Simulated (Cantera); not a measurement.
Feed: 1 mol TEOS, 0.26 mol NO, 14 mol N₂, 0.31 mol H₂O, equilibrated at 0.000690 bar.

Method: chemical equilibrium by Gibbs-energy minimisation in Cantera with the NASA 1993 tables (ideal gas, pure condensed phases). Candidate condensed phases: C, C₆H₆, C₇H₈, C₈H₁₈, H₂O, Si, SiC, SiO₂, Si₂N₂O, Si₃N₄; 151 gas species. The feed counts by its element totals alone. Rates play no part.

Q: Which condensed phases are stable at each of these points (T (K)): 1223, 1298, 1373, 1448, 1523, 1598, 1673?

A: 
```json
[
 {"T (K)": "1223", "condensed phases": "C(graphite) + Si₂N₂O(s)", "Si condensed (%)": "100.0"},
 {"T (K)": "1298", "condensed phases": "C(graphite) + Si₂N₂O(s)", "Si condensed (%)": "100.0"},
 {"T (K)": "1373", "condensed phases": "C(graphite) + Si₂N₂O(s)", "Si condensed (%)": "99.7"},
 {"T (K)": "1448", "condensed phases": "C(graphite) + SiC(s)", "Si condensed (%)": "99.3"},
 {"T (K)": "1523", "condensed phases": "C(graphite) + SiC(s)", "Si condensed (%)": "99.0"},
 {"T (K)": "1598", "condensed phases": "C(graphite) + SiC(s)", "Si condensed (%)": "98.7"},
 {"T (K)": "1673", "condensed phases": "C(graphite) + SiC(s)", "Si condensed (%)": "98.3"}
]
```

From 1223 K to 1373 K the condensed part is C(graphite) + Si₂N₂O(s). From 1448 K to 1673 K the condensed part is C(graphite) + SiC(s).
